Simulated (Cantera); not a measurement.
A closed system holds: 1 mol SiC, 4 mol CO2, 85 mol H2, at 10.0 mbar.

Cantera equilibrium calculation (NASA polynomials, part measured and part estimated; ideal gas, pure solids and liquids). Candidate condensed phases: C, C6H6, C7H8, C8H18, H2O, Si, SiC, SiO2; 123 gas species. The tables hold silica as quartz up to 1696 K and as liquid above; real silica turns to tridymite and cristobalite and melts near 1996 K. Rates play no part.

### Question
At 875 °C, list the 4 most abundant gas species with their mole fractions, and the condensed phases.

### Answer
H2 0.934, CO 0.0550, H2O 0.0106, CO2 0.000528. Condensed: SiO2(β-quartz).
